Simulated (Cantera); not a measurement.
# Boron, boron nitride and boron oxide: BCl3 + H2

A closed system holds: 1 mol BCl3, 3 mol H2, at 1325 °C and 0.290 bar.

Equilibrium computed with Cantera from the NASA thermochemical tables; the gas is ideal and each condensed phase is pure. Candidate condensed phases: B; 13 gas species. The tables' values for BCl2, BCl, BH2 are old estimates; treat these amounts as uncertain. Gases not in the tables: BHCl2. Kinetics and transport are ignored.

| Quantity | Result |
|---|---|
| x(H2) | 0.530 |
| x(HCl) | 0.351 |
| x(BCl3) | 0.116 |
| x(BCl2) | 0.00214 |
| x(BCl) | 0.000646 |
| x(H) | 7.21e-5 |
| x(Cl) | 3.78e-5 |
| x(BH2) | 1.36e-5 |
| x(BH3) | 1.98e-6 |
| n(B(s)) | 0.493 mol |
| gas amount | 4.254 mol |
